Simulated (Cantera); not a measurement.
A closed system holds: 1 mol n-butane, 35 mol H2, 42 mol N2, 1.4 mol O2, held at 2000000 Pa.

Equilibrium computed with Cantera from the NASA thermochemical tables; the gas is ideal and each condensed phase is pure. Candidate condensed phases: C, C6H6, C7H8, C8H18, H2O; 136 gas species. The numbers say what is thermodynamically allowed, not how fast it happens.

Problem. At 1873 K, list the 4 most abundant gas species with their mole fractions, and the condensed phases.

Solution. N2 0.494, H2 0.465, CO 0.0330, HCN 0.00414. Condensed: C(graphite).
